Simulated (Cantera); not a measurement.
A Cantera script and its output.

```python
import numpy as np
import cantera as ct

gas = ct.Solution("gri30.yaml")
gas.TPX = 1098, 280000, {'CH3OH': 0.012, 'O2': 0.0024, 'N2': 1}
reactor = ct.IdealGasConstPressureReactor(gas, energy="off", clone=False)
net = ct.ReactorNet([reactor])
net.rtol, net.atol = 1e-08, 1e-18
show = ['CH3OH', 'O2', 'H2O2', 'NO2', 'HCO', 'CO', 'C2H4']
times = np.geomspace(9e-05, 20, 9)

steps = ct.SolutionArray(gas, extra=["t"])
rows = []
print(f"{'t/s':>10s}{'T/K':>9s}{'P/Pa':>11s}" + "".join(f"{s:>11s}" for s in show))
for t in times:
    while net.time < t:
        t_next = net.step()
        steps.append(gas.state, t=t_next)
    rows.append([np.interp(t, steps.t, y) for y in (steps.T, steps.P, *steps(*show).X.T)])
    print(f"{t:10.3e}{rows[-1][0]:9.1f}{rows[-1][1]:11.4g}" + "".join(f"{x:11.3e}" for x in rows[-1][2:]))
rate = np.gradient(steps.T, steps.t)
print("integrator steps:", len(steps.t))
if steps.T.max() > steps.T[0] + 200:
    print(f"time of steepest temperature rise: {steps.t[rate.argmax()]:.4e} s")
gas.TPX = 1098, 280000, {'CH3OH': 0.012, 'O2': 0.0024, 'N2': 1}
gas.equilibrate("TP")
print(f"equilibrium (TP): T = {gas.T:.1f} K  " + "  ".join(f"{s} {gas[s].X[0]:.3e}" for s in show))
```

Result:

```
       t/s      T/K       P/Pa      CH3OH         O2       H2O2        NO2        HCO         CO       C2H4
 9.000e-05   1098.0    2.8e+05  1.183e-02  2.366e-03  4.219e-14  2.948e-24  3.100e-16  6.492e-10  2.836e-15
 4.194e-04   1098.0    2.8e+05  1.183e-02  2.366e-03  5.018e-12  5.815e-22  2.032e-15  3.079e-09  4.235e-14
 1.954e-03   1098.0    2.8e+05  1.183e-02  2.366e-03  3.608e-10  7.762e-20  1.849e-14  1.443e-08  3.054e-13
 9.105e-03   1098.0    2.8e+05  1.183e-02  2.365e-03  1.159e-08  9.509e-18  3.514e-13  7.013e-08  1.460e-12
 4.243e-02   1098.0    2.8e+05  1.177e-02  2.347e-03  7.141e-07  1.978e-15  9.737e-11  2.061e-06  5.574e-12
 1.977e-01   1098.0    2.8e+05  1.010e-04  3.105e-07  5.332e-11  2.926e-14  9.179e-10  1.124e-02  7.132e-07
 9.212e-01   1098.0    2.8e+05  1.584e-06  2.090e-07  1.143e-12  2.520e-15  1.615e-11  1.145e-02  8.860e-07
 4.292e+00   1098.0    2.8e+05  1.016e-09  1.487e-07  3.157e-13  1.459e-15  4.444e-12  1.145e-02  8.693e-07
 2.000e+01   1098.0    2.8e+05  1.359e-12  6.319e-08  8.211e-14  4.494e-16  2.673e-12  1.144e-02  7.895e-07
integrator steps: 2205
equilibrium (TP): T = 1098.0 K  CH3OH 2.886e-13  O2 1.354e-20  H2O2 5.331e-21  NO2 2.889e-25  HCO 8.347e-13  CO 1.004e-02  C2H4 2.699e-13
```

Cantera simulation using GRI-Mech 3.0 (53 species, 325 reactions); the numbers are that mechanism's predictions, not measurements. GRI-Mech 3.0 was tuned for natural gas; its chemistry of methanol as a main component is partial and can be far from experiment.
